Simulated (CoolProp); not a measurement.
Vapour-liquid equilibrium of methanol (1) + water (2) at 6.65 kPa; x and y are mole fractions of (1).

Values from CoolProp's multi-fluid Helmholtz-energy mixture model, de Reuck 1993 and Wagner 2002; pair parameters Bell 2016.

| x | bubble temperature, mixture model (K) | bubble temperature, Raoult's law (K) | y, mixture model | y, Raoult's law |
|---|---|---|---|---|
| 0.05 | ? | 307.9 | 0.308 | 0.208 |
| 0.2 | ? | 300.2 | 0.663 | 0.569 |
| 0.35 | 290.6 | 294.8 | 0.784 | 0.748 |
| 0.5 | 287.7 | 290.6 | 0.849 | 0.851 |
| 0.65 | 285.5 | 287.2 | ? | 0.916 |
| 0.8 | ? | 284.4 | ? | 0.960 |
| 0.95 | 281.8 | 282.0 | 0.984 | 0.991 |

**Question.** Complete the blanks.

**Answer.** 
- 0.05, bubble temperature, mixture model (K): 305.2
- 0.2, bubble temperature, mixture model (K): 295.5
- 0.65, y, mixture model: 0.897
- 0.8, bubble temperature, mixture model (K): 283.6
- 0.8, y, mixture model: 0.939

The largest gap from Raoult's law is -4.7 K in bubble temperature, at x = 0.2. No azeotrope shows between x = 0.05 and 0.95.

Pair parameters are fitted to limited data, so mixtures are less certain than the pure fluids.
